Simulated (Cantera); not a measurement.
# Thermodynamics of chlorosilane synthesis and conversion, feed SiCl4 + Cl2 + H2

A closed system holds: 1 mol SiCl4, 1 mol Cl2, 0.32 mol H2, held at 1575 K and 1.00 bar.

These are equilibrium values from Cantera (NASA tables, ideal gas, pure condensed phases), not measurements of a reactor. Candidate condensed phases: Si; 19 gas species. The tables' values for SiCl3 are old estimates; treat these amounts as uncertain. Kinetics and transport are ignored.

```json
{
 "x(SiCl4)": "0.421",
 "x(HCl)": "0.269",
 "x(Cl2)": "0.262",
 "x(Cl)": "0.0484",
 "x(SiCl3)": "6.97e-5",
 "gas_amount": "2.378 mol",
 "log10 activity of Si(s) (absent)": "-14.38"
}
```
